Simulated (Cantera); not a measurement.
A perfectly stirred reactor is fed with CH4 : H2O : H2 = 1 : 4.6 : 0.064 (molar parts), at 0.276 atm; it is held at 1625 K, and followed from long to short residence time.

Model: GRI-Mech 3.0 (53 species, 325 reactions), integrated in Cantera.

### Question
What does this change do: H2O 4.6 to 0.47 parts?

### Answer
| quantity | before | after |
|---|---|---|
| x(CH4) at τ = 9.10 s | 0.0157 | 0.0383 |
| x(H2O) at τ = 9.10 s | 0.491 | 0.0622 |
| x(H2) at τ = 9.10 s | 0.379 | 0.681 |
| x(C2H4) at τ = 9.10 s | 8.81e-5 | 0.00191 |
| x(C2H) at τ = 9.10 s | 5.98e-9 | 6.39e-8 |
| x(CH4) at τ = 41.0 ms | 0.112 | 0.394 |
| x(H2O) at τ = 41.0 ms | 0.762 | 0.258 |
| x(H2) at τ = 41.0 ms | 0.0963 | 0.267 |
| x(C2H4) at τ = 41.0 ms | 0.00170 | 0.00633 |
| x(C2H) at τ = 41.0 ms | 2.36e-8 | 3.70e-8 |
GRI-Mech 3.0 stops at C3 and has no aromatics, soot or wall deposition, so with more carbon than oxygen in the feed, carbon stays in small species such as C2H2 where larger ones or solid carbon would form.

### Question
What does this change do: temperature 1625 to 1400 K?

### Answer
```
quantity                 before     after
----------------------  -------  --------
x(CH4) at τ = 9.10 s     0.0157     0.103
x(H2O) at τ = 9.10 s      0.491     0.739
x(H2) at τ = 9.10 s       0.379     0.122
x(C2H4) at τ = 9.10 s   8.81e-5   0.00106
x(C2H) at τ = 9.10 s    5.98e-9  4.03e-10
x(CH4) at τ = 41.0 ms     0.112     0.176
x(H2O) at τ = 41.0 ms     0.762     0.812
x(H2) at τ = 41.0 ms     0.0963    0.0119
x(C2H4) at τ = 41.0 ms  0.00170  0.000163
x(C2H) at τ = 41.0 ms   2.36e-8    <1e-12
```

### Question
What does this change do: temperature 1625 to 1200 K?

### Answer
```
quantity                 before     after
----------------------  -------  --------
x(CH4) at τ = 9.10 s     0.0157     0.176
x(H2O) at τ = 9.10 s      0.491     0.812
x(H2) at τ = 9.10 s       0.379    0.0118
x(C2H4) at τ = 9.10 s   8.81e-5  0.000117
x(C2H) at τ = 9.10 s    5.98e-9    <1e-12
x(CH4) at τ = 41.0 ms     0.112     0.177
x(H2O) at τ = 41.0 ms     0.762     0.812
x(H2) at τ = 41.0 ms     0.0963    0.0113
x(C2H4) at τ = 41.0 ms  0.00170   1.94e-8
x(C2H) at τ = 41.0 ms   2.36e-8    <1e-12
```
